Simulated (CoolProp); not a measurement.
Dimethyl carbonate along the isotherm 600 K: fugacity coefficient from the reference equation and from simpler models built on Tc = 557.0 K, pc = 4.909 MPa, ω = 0.346; each cubic takes its own stable root.

Values from CoolProp's reference Helmholtz-energy equation of state, Zhou 2011.

```tsv
p (MPa)	phase	reference
0.46	gas	0.9748
0.92	gas	0.9500
1.38	gas	0.9255
1.84	gas	0.9012
2.3	gas	0.8772
2.76	gas	0.8535
3.22	gas	0.8299
3.68	gas	0.8065
4.14	gas	0.7833
4.6	gas	0.7602
5.06	supercritical	0.7372
5.52	supercritical	0.7143
5.98	supercritical	0.6915
6.44	supercritical	0.6689
6.9	supercritical	0.6467
7.36	supercritical	0.6248
```

Q: How far does each simpler model (Redlich-Kwong, Soave-Redlich-Kwong, Peng-Robinson) lie from the reference over these 16 states: mean and median of the absolute difference, and the worst?

A: 
- Redlich-Kwong: mean 0.7 %, median 0.5 %, worst -1.8 % at 600 K and 7.36 MPa
- Soave-Redlich-Kwong: mean 1.0 %, median 0.9 %, worst +2.4 % at 600 K and 7.36 MPa
- Peng-Robinson: mean 1.5 %, median 1.7 %, worst -2.2 % at 600 K and 6.44 MPa
